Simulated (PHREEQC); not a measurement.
Dissolve 0.071 mol/kgw Al2(SO4)3 and 8.2e-05 mol/kgw H2SO4 at 25 °C. Closed to the air; pH follows from the charge balance.

Equilibrium calculation in PHREEQC: ion-association model, wateq4f.dat.

| Property | Result |
|---|---|
| pH | 3.79 |
| ionic strength | 0.214 mol/kgw |
| total alkalinity | -0.164 meq/kg |

```
species    molality  activity   log γ
---------  --------  --------  ------
AlSO4+       0.0913    0.0661  -0.140
SO4-2        0.0459    0.0131  -0.545
Al(SO4)2-    0.0378    0.0274  -0.140
Al+3         0.0126   0.00160  -0.897
AlOH+2     0.000319   9.68e-5  -0.518
HSO4-      0.000287  0.000208  -0.140
H+         0.000206  0.000163  -0.100
Al(OH)2+    6.24e-6   4.63e-6  -0.130
AlHSO4+2    3.13e-6   9.57e-7  -0.514
Al(OH)3     3.96e-9   4.16e-9   0.021
```

This is a speciation only: nothing precipitates in the calculation. Saturation is exceeded, for instance for Basaluminite, Gibbsite (slow to form); the values hold only as long as no solid forms. Complexes and solids missing from the database can't appear.
